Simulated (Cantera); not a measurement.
# Equilibrium for silicon carbide growth: SiHCl3 + C2H4 + H2

Feed: 1 mol SiHCl3, 0.02 mol C2H4, 29 mol H2, at 727 °C.

Method: chemical equilibrium by Gibbs-energy minimisation in Cantera with the NASA 1993 tables (ideal gas, pure condensed phases). Candidate condensed phases: C, C6H6, C7H8, C8H18, Si, SiC; 109 gas species. The tables' values for SiCl3 are old estimates; treat these amounts as uncertain. Kinetics and transport are ignored.

From 100 Pa to 100000 Pa the condensed part is Si(s) + SiC(s). The main Si-bearing gas is SiCl4 throughout. The share of Si in condensed phases is highest at 100 Pa (47.9 %) and lowest at 100000 Pa (18.8 %).

| P (Pa) | x H2 | x HCl | x SiCl4 | x SiHCl3 | x SiCl2 | x SiH2Cl2 | n Si(s) | n SiC(s) |
|---|---|---|---|---|---|---|---|---|
| 100 | 0.945 | 0.0383 | 0.0113 | 0.00196 | 0.00264 | 3.67e-5 | 0.439 | 0.0400 |
| 220 | 0.949 | 0.0325 | 0.0127 | 0.00262 | 0.00189 | 5.81e-5 | 0.401 | 0.0400 |
| 460 | 0.953 | 0.0276 | 0.0138 | 0.00335 | 0.00136 | 8.78e-5 | 0.366 | 0.0400 |
| 1000 | 0.956 | 0.0231 | 0.0146 | 0.00425 | 0.000949 | 0.000134 | 0.331 | 0.0400 |
| 2200 | 0.959 | 0.0191 | 0.0150 | 0.00530 | 0.000650 | 0.000202 | 0.297 | 0.0400 |
| 4600 | 0.961 | 0.0160 | 0.0151 | 0.00641 | 0.000451 | 0.000293 | 0.267 | 0.0400 |
| 10000 | 0.963 | 0.0131 | 0.0150 | 0.00773 | 0.000304 | 0.000431 | 0.236 | 0.0399 |
| 22000 | 0.964 | 0.0107 | 0.0145 | 0.00920 | 0.000202 | 0.000630 | 0.206 | 0.0398 |
| 46000 | 0.965 | 0.00880 | 0.0138 | 0.0107 | 0.000136 | 0.000891 | 0.178 | 0.0395 |
| 100000 | 0.966 | 0.00713 | 0.0129 | 0.0123 | 8.94e-5 | 0.00127 | 0.149 | 0.0389 |
x: gas mole fraction; n: condensed amount in mol.
